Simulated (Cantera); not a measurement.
## Abatement and gas-phase synthesis: H₂O + H₂

Feed: 1 mol H₂O, 0.2 mol H₂, held at 1 atm.

These are equilibrium values from Cantera (NASA tables, ideal gas, pure condensed phases), not measurements of a reactor. Candidate condensed phases: H₂O; 22 gas species. Ions and electrons are included (thermal ionisation). Kinetics and transport are ignored.

From 2500 K to 5000 K nothing is condensed.

```csv
T (K),x H₂O,x H,x O,x H₂,x OH,x O₂
2500,0.811,0.0102,0.000414,0.167,0.0103,0.000825
2750,0.753,0.0286,0.00334,0.177,0.0327,0.00572
3000,0.621,0.0706,0.0154,0.202,0.0719,0.0186
3250,0.429,0.152,0.0457,0.226,0.114,0.0338
3500,0.233,0.274,0.0984,0.219,0.135,0.0404
3750,0.0954,0.415,0.163,0.173,0.119,0.0342
4000,0.0301,0.533,0.219,0.113,0.0828,0.0220
4250,0.00822,0.610,0.255,0.0654,0.0493,0.0119
4500,0.00219,0.654,0.274,0.0362,0.0277,0.00614
4750,0.000618,0.677,0.283,0.0202,0.0156,0.00319
5000,0.000189,0.689,0.288,0.0116,0.00906,0.00172
```
x: gas mole fraction; nothing condenses.
